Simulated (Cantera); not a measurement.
Input: 1 mol Pb, 6.1 mol H2, equilibrated at 0.00180 bar.

These are equilibrium values from Cantera (NASA tables, ideal gas, pure condensed phases), not measurements of a reactor. Candidate condensed phases: Pb; 4 gas species. The numbers say what is thermodynamically allowed, not how fast it happens. All values below are at 1075 K.

Base state: H2 0.958, Pb 0.0422 (mole fractions); condensed: Pb(l).

Q: What changes in the equilibrium state with this change: pressure from 0.00180 bar to 0.0100 bar?

A: 
```tsv
species	before	after
H2	0.958	0.992
Pb	0.0422	0.00759
Pb(l), mol	0.731	0.953
```
